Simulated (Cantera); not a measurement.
## Hydrocarbon pyrolysis for carbon deposition

An isothermal, constant-pressure homogeneous reactor starts with C2H6 : N2 = 1 : 22 (molar parts), at 1050 K and 22000 Pa.

Model: GRI-Mech 3.0 (53 species, 325 reactions), integrated in Cantera. GRI-Mech 3.0 stops at C3 and has no aromatics, soot or wall deposition, so with more carbon than oxygen in the feed, carbon stays in small species such as C2H2 where larger ones or solid carbon would form.

| t (s) | x C2H6 | x CH2 | x CH3 | x C2H | x H2 | x HCN | x CH4 |
|---|---|---|---|---|---|---|---|
| 3.00e-5 | 0.0435 | <1e-12 | 1.19e-8 | <1e-12 | 7.97e-12 | <1e-12 | 1.46e-10 |
| 0.000102 | 0.0435 | <1e-12 | 3.94e-8 | <1e-12 | 3.01e-10 | <1e-12 | 1.65e-9 |
| 0.000346 | 0.0435 | <1e-12 | 1.21e-7 | <1e-12 | 1.19e-8 | <1e-12 | 1.78e-8 |
| 0.00117 | 0.0435 | <1e-12 | 3.04e-7 | <1e-12 | 4.09e-7 | <1e-12 | 1.68e-7 |
| 0.00398 | 0.0435 | <1e-12 | 4.93e-7 | <1e-12 | 1.02e-5 | <1e-12 | 1.13e-6 |
| 0.0135 | 0.0433 | 1.56e-12 | 9.82e-7 | <1e-12 | 0.000149 | <1e-12 | 6.67e-6 |
| 0.0458 | 0.0423 | 4.25e-12 | 1.71e-6 | <1e-12 | 0.00110 | <1e-12 | 4.73e-5 |
| 0.156 | 0.0385 | 4.07e-12 | 1.61e-6 | <1e-12 | 0.00459 | <1e-12 | 0.000209 |
| 0.528 | 0.0273 | 3.21e-12 | 1.27e-6 | <1e-12 | 0.0150 | <1e-12 | 0.000755 |
| 1.79 | 0.00778 | 1.28e-12 | 5.94e-7 | <1e-12 | 0.0337 | <1e-12 | 0.00206 |
| 6.08 | 0.000804 | <1e-12 | 1.67e-7 | <1e-12 | 0.0424 | <1e-12 | 0.00294 |
| 20.6 | 0.000369 | <1e-12 | 1.19e-7 | <1e-12 | 0.0458 | <1e-12 | 0.00346 |
| 70.0 | 0.000327 | <1e-12 | 1.37e-7 | <1e-12 | 0.0485 | <1e-12 | 0.00467 |
x: mole fraction; the columns are a selection and need not sum to one.

Equilibrium at this temperature and pressure: C2H6 2.28e-5, CH2 <1e-12, CH3 9.04e-8, C2H <1e-12, H2 0.0189, HCN 0.0214, CH4 0.0400 (gas phase only).
